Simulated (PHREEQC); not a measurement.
Make-up at 75 °C: 0.014 mol/kgw NaHS and 0.043 mol/kgw NaCl. Closed to the air; pH follows from the charge balance.

The numbers come from PHREEQC with the ion-association model, phreeqc.dat.

No solid was allowed to form.

**Question.** What pH does the model give?

**Answer.** pH 8.54.

Constants without temperature data keep their 25 °C values here.
